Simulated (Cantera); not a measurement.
Charge: 1 mol Si₃H₈, 1.8 mol HCl, 19 mol H₂, equilibrated at 1500 °C.

Cantera equilibrium calculation (NASA polynomials, part measured and part estimated; ideal gas, pure solids and liquids). Candidate condensed phases: Si; 19 gas species. The feed counts by its element totals alone. The tables' values for SiCl₃, SiCl are old estimates; treat these amounts as uncertain. Gases not in the tables: Si₂H₆ and higher silanes. The numbers say what is thermodynamically allowed, not how fast it happens.

log p: log10 of the partial pressure in bar; n: condensed amount in mol.

| P (Pa) | log p H₂ | log p HCl | log p SiCl₂ | log p H | log p Si | n Si(l) |
|---|---|---|---|---|---|---|
| 100 | -3.03 | -4.28 | -5.02 | ___ | -5.67 | 2.70 |
| 260 | -2.62 | -3.86 | -4.60 | ___ | -5.67 | 2.73 |
| 670 | -2.20 | -3.45 | -4.19 | ___ | -5.67 | 2.75 |
| 1700 | -1.80 | -3.05 | -3.79 | ___ | -5.67 | 2.75 |
| 4500 | -1.38 | -2.62 | -3.36 | ___ | -5.67 | 2.76 |
| 12000 | -0.95 | -2.20 | -2.94 | ___ | -5.67 | 2.76 |
| 30000 | -0.55 | -1.80 | -2.54 | ___ | -5.67 | 2.76 |
| 77000 | -0.14 | -1.39 | -2.14 | ___ | -5.67 | 2.76 |
| 200000 | 0.27 | -0.98 | -1.73 | ___ | -5.67 | 2.75 |

Problem. What belongs in the gaps?

Solution. 
- 100, log p H: -5.06
- 260, log p H: -4.85
- 670, log p H: -4.65
- 1700, log p H: -4.44
- 4500, log p H: -4.23
- 12000, log p H: -4.02
- 30000, log p H: -3.82
- 77000, log p H: -3.62
- 200000, log p H: -3.41
